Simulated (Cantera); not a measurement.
Input: 1 mol SiHCl3, 18 mol N2, 12 mol H2, equilibrated at 10.0 Torr.

These are equilibrium values from Cantera (NASA tables, ideal gas, pure condensed phases), not measurements of a reactor. Candidate condensed phases: NH4Cl, Si, Si3N4; 28 gas species. The tables' values for SiCl, SiCl3, SiN are old estimates; treat these amounts as uncertain. Gases not in the tables: Si2H6 and higher silanes. Rates play no part.

x: gas mole fraction; n: condensed amount in mol.

| T (°C) | x N2 | x H2 | x HCl | x SiCl2 | x H | n Si3N4(s) | n Si(l) |
|---|---|---|---|---|---|---|---|
| 1352 | 0.556 | 0.358 | 0.0766 | 0.00897 | 0.000366 | 0.237 | 0 |
| 1402 | 0.557 | 0.361 | 0.0689 | 0.0127 | 0.000604 | 0.197 | 0 |
| 1452 | 0.558 | 0.363 | 0.0607 | 0.0167 | 0.000970 | 0.155 | 0 |
| 1502 | 0.559 | 0.366 | 0.0526 | 0.0205 | 0.00152 | 0.111 | 0 |
| 1552 | 0.562 | 0.363 | 0.0506 | 0.0211 | 0.00230 | 0 | 0.299 |
| 1602 | 0.561 | 0.362 | 0.0515 | 0.0205 | 0.00342 | 0 | 0.301 |
| 1652 | 0.560 | 0.360 | 0.0523 | 0.0199 | 0.00497 | 0 | 0.290 |
| 1702 | 0.559 | 0.358 | 0.0528 | 0.0192 | 0.00709 | 0 | ___ |
| 1752 | 0.556 | 0.355 | 0.0532 | 0.0186 | 0.00993 | 0 | ___ |
| 1802 | 0.553 | 0.351 | 0.0533 | 0.0178 | 0.0137 | 0 | ___ |

Q: Fill in the missing entries.

A: 
- 1702, n Si(l): 0.259
- 1752, n Si(l): 0.196
- 1802, n Si(l): 0.0808
